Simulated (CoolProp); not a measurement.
Vapour-liquid equilibrium of n-hexane (1) + hexamethyldisiloxane (MM) (2) at 438.1 K; x and y are mole fractions of (1).

The numbers come from the multi-fluid Helmholtz-energy mixture model, Thol 2019 and Thol 2016; pair parameters Bell 2016 in CoolProp.

Question: Give the bubble pressure and the first vapour's composition at x = 0.05, 0.65, 0.95. Is there an azeotrope?

Answer: x = 0.05: 0.4991 MPa, y = 0.079; x = 0.65: 0.7728 MPa, y = 0.764; x = 0.95: 0.9635 MPa, y = 0.974. No azeotrope shows between x = 0.05 and 0.95.

The pair parameters rest on a limited set of measurements; away from them the model extrapolates.
